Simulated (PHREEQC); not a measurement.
Dissolve 0.0035 mol/kgw Cu(NO3)2 and 0.00046 mol/kgw HNO3 at 82 °C. Closed to the air; pH follows from the charge balance.

The numbers come from PHREEQC with the ion-association model, phreeqc.dat.

| quantity | before | after |
|---|---|---|
| pH | 3.38 | 3.67 |
| Cu2(OH)2+2 (mol/kgw) | 2.35e-7 | 2.47e-7 |
| CuOH+ (mol/kgw) | 6.03e-8 | 6.39e-8 |

Q: Which change was made?
A. 0.00066 mol/kgw SrBr2 added
B. HNO3 from 0.00046 to 0.00069 mol/kgw
C. diluted 2-fold with water
D. HNO3 from 0.00046 to 0.0046 mol/kgw
E. HNO3 from 0.00046 to 4.6e-05 mol/kgw

A: C, diluted 2-fold with water

No solid was allowed to form. At this temperature some constants are extrapolated from 25 °C, and those without enthalpy data are left unchanged.
